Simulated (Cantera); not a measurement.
Cantera run, input and output.

```python
import numpy as np
import cantera as ct

gas = ct.Solution("gri30.yaml")
gas.TPX = 898, 12000, {'H2': 3.9, 'O2': 1, 'N2': 1.2}
inlet = ct.Reservoir(gas, clone=True)

reactor = ct.IdealGasConstPressureReactor(gas, energy="off", clone=False)
exhaust = ct.Reservoir(gas, clone=True)
tau = [2.1, 0.9, 0.38, 0.16, 0.067, 0.028, 0.012, 0.0049, 0.0021, 0.00087][0]
for a, b in ((inlet, reactor), (reactor, exhaust)):
    ct.MassFlowController(a, b, mdot=lambda t: reactor.mass / tau)
net = ct.ReactorNet([reactor])
show = ['H2', 'O2', 'NO2', 'H2O', 'N2O', 'O', 'H']

rows = []
print(f"{'tau/s':>10s}{'T/K':>9s}" + "".join(f"{s:>11s}" for s in show))
for tau in [2.1, 0.9, 0.38, 0.16, 0.067, 0.028, 0.012, 0.0049, 0.0021, 0.00087]:
    net.initial_time = 0.0
    net.advance(30 * tau)
    before = gas.X
    net.advance(40 * tau)
    drift = np.max(np.abs(gas.X - before) / (gas.X + 1e-9))
    rows.append([gas.T, *gas[show].X, drift])
    print(f"{tau:10.3e}{gas.T:9.1f}" + "".join(f"{x:11.3e}" for x in gas[show].X))
```

Output:

```
     tau/s      T/K         H2         O2        NO2        H2O        N2O          O          H
 2.100e+00    898.0  3.740e-01  1.264e-03  5.406e-14  3.890e-01  2.803e-11  5.593e-07  8.542e-04
 9.000e-01    898.0  3.748e-01  1.932e-03  8.319e-14  3.873e-01  4.186e-11  1.300e-06  1.301e-03
 3.800e-01    898.0  3.760e-01  2.977e-03  1.280e-13  3.846e-01  6.222e-11  3.060e-06  1.994e-03
 1.600e-01    898.0  3.779e-01  4.596e-03  1.965e-13  3.805e-01  9.098e-11  7.195e-06  3.052e-03
 6.700e-02    898.0  3.810e-01  7.129e-03  3.007e-13  3.741e-01  1.298e-10  1.691e-05  4.663e-03
 2.800e-02    898.0  3.858e-01  1.111e-02  4.565e-13  3.641e-01  1.782e-10  3.938e-05  7.075e-03
 1.200e-02    898.0  3.934e-01  1.718e-02  6.720e-13  3.488e-01  2.290e-10  8.788e-05  1.047e-02
 4.900e-03    898.0  4.068e-01  2.746e-02  9.661e-13  3.230e-01  2.721e-10  1.981e-04  1.551e-02
 2.100e-03    898.0  4.280e-01  4.303e-02  1.236e-12  2.841e-01  2.803e-10  4.024e-04  2.175e-02
 8.700e-04    898.0  4.637e-01  6.794e-02  1.299e-12  2.224e-01  2.346e-10  7.522e-04  2.913e-02
```

Computed with Cantera and GRI-Mech 3.0 (53 species, 325 reactions). Radical loss at walls, strong at low pressure, is not modelled. Below about 950 K walls govern HO2 and H2O2 in real vessels. The temperature is held fixed by assumption; the heat of reaction is taken as removed at once.
